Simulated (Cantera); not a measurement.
Cantera run:

```python
import numpy as np
import cantera as ct

gas_names = """
    AL ALH ALN AL2 H H2 N NH NH2 NH3 N2 N2H2 N2H4
""".split()
cond_names = """
    AL(cr) AL(L) ALN(s)
""".split()


# ... load() reads the species with a 1 bar reference pressure and builds the phases ...
atoms = {
    'AlN': {'AL': 1, 'N': 1},
    'H2': {'H': 2},
}
top_T = {'ALN(s)': 2750}  # K; cautious upper limits of use, not melting points


# ... equilibrate(T, P, feed) seeds the gas with the atoms and calls Mixture.equilibrate('TP', solver="vcs", rtol=1e-11, max_steps=5000) ...
results = []
feed = {'AlN': 1, 'H2': 0.44}  # mol
P = 200  # Pa
for T in [1473, 1673, 1873, 2073, 2273, 2473, 2673, 2873, 3073]:
    mix = equilibrate(T, P, feed)
    results.append((T, P, feed, dict(zip(mix.species_names, mix.species_moles))))

top = {s: max(r[3][s] / sum(r[3][g] for g in gas_names) for r in results) for s in gas_names}
cols = sorted((s for s in top if top[s] > 0.0001), key=lambda s: -top[s])[:5]
seen = [c for c in cond_names if any(r[3].get(c, 0) > 1e-12 for r in results)]
print("log10 of partial pressures in bar; condensed amounts in mol")
print(f"{'T/K':>10s}" + "".join(f"{s[:9]:>10s}" for s in cols + seen))
for T, P, feed, n in results:
    ng = sum(n[g] for g in gas_names)
    print(f"{T:10.4g}" + "".join(f"{np.log10(max(n[s] / ng * P / 1e5, 1e-99)):10.3f}" for s in cols)
          + "".join(f"{n.get(c, 0):10.4g}" for c in seen))
```

Result:

```
log10 of partial pressures in bar; condensed amounts in mol
       T/K        H2        AL         H        N2       ALH    ALN(s)
      1473    -2.699    -6.985    -6.247    -7.261    -8.207         1
      1673    -2.702    -5.183    -5.295    -5.471    -6.715    0.9985
      1873    -2.765    -3.773    -4.573    -4.067    -5.580    0.9564
      2073    -3.378    -2.994    -4.269    -3.293    -5.304         0
      2273    -3.449    -3.005    -3.800    -3.305    -5.512         0
      2473    -3.618    -3.027    -3.461    -3.327    -5.754         0
      2673    -3.938    -3.051    -3.259    -3.352    -6.054         0
      2873    -4.388    -3.067    -3.172    -3.368    -6.393         0
      3073    -4.875    -3.073    -3.144    -3.374    -6.729         0
```

These are equilibrium values from Cantera (NASA tables, ideal gas, pure condensed phases), not measurements of a reactor.
